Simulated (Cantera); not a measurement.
Mixture: CH4 : O2 : N2 = 1 : 3.23 : 12.9 (molar parts), at 7500 Torr, adiabatic and at constant pressure. Ignition delay is the time to a rise of 400 K.

Model: GRI-Mech 3.0 (53 species, 325 reactions), integrated in Cantera.

Task: What does this change do: pressure from 7500 Torr to 750 Torr?

Result: 
| quantity | before | after |
|---|---|---|
| delay at 1050 K | 32.8 ms | 0.387 s |
| delay at 1250 K | 2.21 ms | 18.7 ms |
| delay at 1450 K | 0.264 ms | 1.70 ms |
| delay at 1650 K | 46.1 µs | 0.299 ms |
| delay at 1850 K | 11.5 µs | 85.3 µs |
| apparent activation energy between 1650 and 1850 K | 180 kJ/mol | 160 kJ/mol |
